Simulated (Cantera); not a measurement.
Cantera run:

```python
import numpy as np
import cantera as ct

gas_names = [...]  # 123 gases of nasa_gas.yaml made of C, H, O, Si
cond_names = """
    C(gr) C6H6(L) C7H8(L) C8H18(L),n-octa H2O(s) H2O(L) Si(cr) Si(L) SiC(b) SiO2(Lqz) SiO2(hqz) SiO2(L)
""".split()


# ... load() reads the species with a 1 bar reference pressure and builds the phases ...
atoms = {
    'Si': {'Si': 1},
    'H2O': {'H': 2, 'O': 1},
    'H2': {'H': 2},
    'CO2': {'C': 1, 'O': 2},
}
top_T = {'C(gr)': 4500, 'SiC(b)': 3050}  # K; cautious upper limits of use, not melting points


# ... equilibrate(T, P, feed) seeds the gas with the atoms and calls Mixture.equilibrate('TP', solver="vcs", rtol=1e-11, max_steps=5000) ...
results = []
feed = {'Si': 1, 'H2O': 0.003, 'H2': 1.9, 'CO2': 4.2}  # mol
P = 5200  # Pa
for T in [925, 1025, 1125, 1225, 1325, 1425, 1525, 1625, 1725, 1825, 1925]:
    mix = equilibrate(T, P, feed)
    results.append((T, P, feed, dict(zip(mix.species_names, mix.species_moles))))
    x = sorted(zip(gas.X, gas.species_names), reverse=True)
    print(f"T = {T:g} K  P = {P:g} Pa  gas = {mix.phase_moles(0):.4g} mol")
    print("   x: " + "  ".join(f"{s} {v:.3e}" for v, s in x if v > 0.001))
    print("   condensed (mol): " + ("  ".join(f"{mix.phase(i).name} {mix.phase_moles(i):.4g}"
          for i in range(1, mix.n_phases) if mix.phase_moles(i) > 1e-12) or "none"))
```

Output:

```
T = 925 K  P = 5200 Pa  gas = 6.102 mol
   x: CO 4.066e-01  CO2 2.816e-01  H2 2.322e-01  H2O 7.951e-02
   condensed (mol): SiO2(hqz) 1
T = 1025 K  P = 5200 Pa  gas = 6.103 mol
   x: CO 4.271e-01  CO2 2.611e-01  H2 2.119e-01  H2O 9.990e-02
   condensed (mol): SiO2(hqz) 1
T = 1125 K  P = 5200 Pa  gas = 6.103 mol
   x: CO 4.445e-01  CO2 2.437e-01  H2 1.945e-01  H2O 1.173e-01
   condensed (mol): SiO2(hqz) 1
T = 1225 K  P = 5200 Pa  gas = 6.103 mol
   x: CO 4.591e-01  CO2 2.291e-01  H2 1.800e-01  H2O 1.319e-01
   condensed (mol): SiO2(hqz) 1
T = 1325 K  P = 5200 Pa  gas = 6.103 mol
   x: CO 4.712e-01  CO2 2.170e-01  H2 1.678e-01  H2O 1.440e-01
   condensed (mol): SiO2(hqz) 1
T = 1425 K  P = 5200 Pa  gas = 6.103 mol
   x: CO 4.813e-01  CO2 2.068e-01  H2 1.577e-01  H2O 1.541e-01
   condensed (mol): SiO2(hqz) 1
T = 1525 K  P = 5200 Pa  gas = 6.103 mol
   x: CO 4.898e-01  CO2 1.983e-01  H2O 1.626e-01  H2 1.492e-01
   condensed (mol): SiO2(hqz) 1
T = 1625 K  P = 5200 Pa  gas = 6.103 mol
   x: CO 4.970e-01  CO2 1.912e-01  H2O 1.698e-01  H2 1.420e-01
   condensed (mol): SiO2(hqz) 1
T = 1725 K  P = 5200 Pa  gas = 6.104 mol
   x: CO 5.030e-01  CO2 1.851e-01  H2O 1.758e-01  H2 1.358e-01
   condensed (mol): SiO2(L) 1
T = 1825 K  P = 5200 Pa  gas = 6.106 mol
   x: CO 5.080e-01  H2O 1.809e-01  CO2 1.799e-01  H2 1.304e-01
   condensed (mol): SiO2(L) 0.9997
T = 1925 K  P = 5200 Pa  gas = 6.11 mol
   x: CO 5.119e-01  H2O 1.852e-01  CO2 1.755e-01  H2 1.255e-01  H 1.485e-03
   condensed (mol): SiO2(L) 0.9983
```

Method: chemical equilibrium by Gibbs-energy minimisation in Cantera with the NASA 1993 tables (ideal gas, pure condensed phases). The tables hold silica as quartz up to 1696 K and as liquid above; real silica turns to tridymite and cristobalite and melts near 1996 K.
